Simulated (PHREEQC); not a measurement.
0.16 g of hydrous ferric oxide (600 m²/g; 0.2 weak and 0.005 strong sites per Fe, Dzombak-Morel constants, diffuse double layer) in 1 kg of water with 0.3 mol/kgw of an inert sodium salt and 7.8e-05 mol H3BO3, 3.6e-05 mol NiCl2 and 7.2e-05 mol ZnSO4, at 25 °C; the pH is set by adding NaOH or the inert anion's acid. Oxygen alone is held at its pressure in air (log pO2 = -0.68). No CO2 enters from the air. No solid was allowed to form.

The series has 13 steps of pH, from 4 to 10.

Model: ion-association model, wateq4f.dat, run in PHREEQC.

Task: Near which pH is half of the Ni sorbed, and on which side is more sorbed?

Result: Near pH 7.4, with more sorbed at higher pH.

Task: Near which pH is half of the Zn sorbed, and on which side is more sorbed?

Result: Near pH 7.0, with more sorbed at higher pH.

Task: At which pH does the surface charge pass through zero?

Result: Near pH 8.8.

Along this series the solution becomes supersaturated in solids that the run did not let form, among them Ni(OH)2.
